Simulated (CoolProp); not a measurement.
R115 along the isobar 4.03 MPa: fugacity coefficient from the reference equation and from simpler models built on Tc = 80.0 °C, pc = 3.129 MPa, ω = 0.248; each cubic takes its own stable root.

Computed with CoolProp (reference Helmholtz-energy equation of state, Lemmon 2016).

```csv
T (°C),phase,reference,van der Waals,Redlich-Kwong,Peng-Robinson
60.65,liquid,0.4199,0.5045,0.4475,0.4110
72.75,liquid,0.4984,0.5543,0.5137,0.4859
84.85,supercritical,0.5764,0.6024,0.5770,0.5582
96.95,supercritical,0.6415,0.6466,0.6317,0.6178
109.05,supercritical,0.6858,0.6829,0.6720,0.6607
121.05,supercritical,0.7204,0.7110,0.7037,0.6954
133.15,supercritical,0.7499,0.7347,0.7308,0.7255
145.25,supercritical,0.7754,0.7554,0.7545,0.7519
157.35,supercritical,0.7977,0.7737,0.7755,0.7755
169.45,supercritical,0.8176,0.7901,0.7942,0.7965
181.45,supercritical,0.8351,0.8048,0.8109,0.8153
193.55,supercritical,0.8510,0.8183,0.8260,0.8324
```
